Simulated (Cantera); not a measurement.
A Cantera script and its output.

```python
import numpy as np
import cantera as ct

gas = ct.Solution("h2o2.yaml")
gas.TPX = 475, 100000, {'H2': 1, 'O2': 0.42, 'N2': 1.25}
flame = ct.FreeFlame(gas, width=0.04)
flame.set_refine_criteria(ratio=3, slope=0.08, curve=0.16)
flame.transport_model = "mixture-averaged"
flame.solve(loglevel=0, auto=True)
z, T = flame.grid, flame.T
thick = (T[-1] - T[0]) / np.gradient(T, z).max()
show = ['H2', 'O2', 'H2O', 'H2O2', 'OH', 'HO2']
print(f"laminar burning velocity  {flame.velocity[0] * 100:.3f} cm/s")
print(f"burnt temperature         {T[-1]:.1f} K")
print(f"thermal thickness         {thick * 1e3:.4f} mm")
print(f"grid points               {len(z)}")
z0 = z[flame.heat_release_rate.argmax()]
print(f"{'z/mm':>9s}{'T/K':>9s}{'u/(m/s)':>9s}" + "".join(f"{s:>11s}" for s in show))
rows = []
for k in (-3, -2, -1.5, -1, -0.5, -0.25, 0, 0.25, 0.5, 1, 2, 4, 8):
    zz = z0 + k * thick
    rows.append([k * thick, np.interp(zz, z, T), np.interp(zz, z, flame.velocity),
                 *(np.interp(zz, z, flame.X[gas.species_index(s)]) for s in show)])
    print(f"{rows[-1][0] * 1e3:9.3f}{rows[-1][1]:9.1f}{rows[-1][2]:9.3f}" + "".join(f"{x:11.3e}" for x in rows[-1][3:]))
```

It prints:

```
laminar burning velocity  676.496 cm/s
burnt temperature         2619.6 K
thermal thickness         0.4033 mm
grid points               131
     z/mm      T/K  u/(m/s)         H2         O2        H2O       H2O2         OH        HO2
   -1.210    475.0    6.765  3.745e-01  1.573e-01  6.781e-14  3.131e-16  3.683e-17  4.669e-14
   -0.807    475.0    6.765  3.745e-01  1.573e-01  3.954e-12  1.351e-14  2.225e-15  3.166e-12
   -0.605    475.0    6.765  3.745e-01  1.573e-01  2.583e-10  1.210e-12  1.399e-13  2.691e-10
   -0.403    475.0    6.765  3.745e-01  1.573e-01  3.884e-08  2.783e-10  2.630e-11  5.688e-08
   -0.202    483.6    6.863  3.720e-01  1.577e-01  1.846e-04  2.440e-06  1.489e-05  1.411e-04
   -0.101    733.1   10.120  3.364e-01  1.533e-01  1.918e-02  4.141e-05  1.162e-03  2.827e-04
    0.000   1250.3   16.593  2.115e-01  1.077e-01  1.211e-01  5.973e-06  4.327e-03  1.013e-04
    0.101   1591.8   20.845  1.052e-01  4.050e-02  2.403e-01  2.854e-06  1.193e-02  3.496e-05
    0.202   1748.4   22.715  8.391e-02  2.255e-02  2.722e-01  1.695e-06  1.603e-02  1.763e-05
    0.403   1913.0   24.588  8.319e-02  1.717e-02  2.847e-01  9.091e-07  1.903e-02  1.146e-05
    0.807   2085.5   26.468  8.405e-02  1.368e-02  2.967e-01  5.032e-07  2.074e-02  7.714e-06
    1.613   2256.9   28.264  8.287e-02  1.013e-02  3.110e-01  3.143e-07  2.079e-02  4.962e-06
    3.226   2409.5   29.807  8.004e-02  6.867e-03  3.260e-01  2.296e-07  1.903e-02  3.178e-06
```

Detailed kinetics in Cantera: the H2/O2 subset of GRI-Mech 3.0, which has no nitrogen chemistry. Burning velocities carry a grid error of a few per cent, more on coarse grids.
